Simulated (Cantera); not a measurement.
Cantera run:

```python
import numpy as np
import cantera as ct

gas_names = """
    F2 O3
""".split()
cond_names = """
    BaO(s) BaO(L) BaF2(a) BaF2(b,c) BaF2(L)
""".split()


# ... load() reads the species with a 1 bar reference pressure and builds the phases ...
species = {s.name: s for s in load("nasa_gas.yaml", gas_names) + load("nasa_condensed.yaml", cond_names)}
# Each term lists the table entries of one substance; the one whose range holds T is used.
reactions = {
    '3 BaO + 3 F2(g) = 3 BaF2 + O3(g)':
        [(-3, ['BaO(s)', 'BaO(L)']), (-3, ['F2']), (3, ['BaF2(a)', 'BaF2(b,c)', 'BaF2(L)']), (1, ['O3'])],
}


def pick(names, T):
    return next(species[n] for n in names if species[n].thermo.min_temp <= T <= species[n].thermo.max_temp)


results = []
for label, terms in reactions.items():
    print(label)
    print("     T/K   dH/kJ  dS/(J/K)   dG/kJ   log10 K")
    for T in [673, 873, 1073, 1273, 1473, 1673, 1873, 2073]:
        used = [(nu, pick(names, T)) for nu, names in terms]
        dH = sum(nu * s.thermo.h(T) for nu, s in used) / 1e6
        dS = sum(nu * s.thermo.s(T) for nu, s in used) / 1e3
        dG = dH - T * dS / 1e3
        logK = -dG * 1e6 / (ct.gas_constant * T * np.log(10))
        results.append((label, T, dH, dS, dG, logK, [s.name for _, s in used]))
        print(f"{T:8g} {dH:8.1f} {dS:8.1f} {dG:8.1f} {logK:8.2f}")
```

Result:

```
3 BaO + 3 F2(g) = 3 BaF2 + O3(g)
     T/K   dH/kJ  dS/(J/K)   dG/kJ   log10 K
     673  -1829.8   -276.3  -1643.9   127.59
     873  -1822.6   -267.0  -1589.5    95.11
    1073  -1811.7   -255.8  -1537.2    74.83
    1273  -1784.9   -233.1  -1488.1    61.06
    1473  -1757.5   -213.0  -1443.7    51.20
    1673  -1663.5   -154.7  -1404.6    43.85
    1873  -1651.8   -148.1  -1374.4    38.33
    2073  -1640.1   -142.2  -1345.3    33.90
```

Standard-state values (1 bar) from the NASA 1993 polynomials, evaluated with Cantera. Condensed species are held in their standard states even where they would react or evaporate.
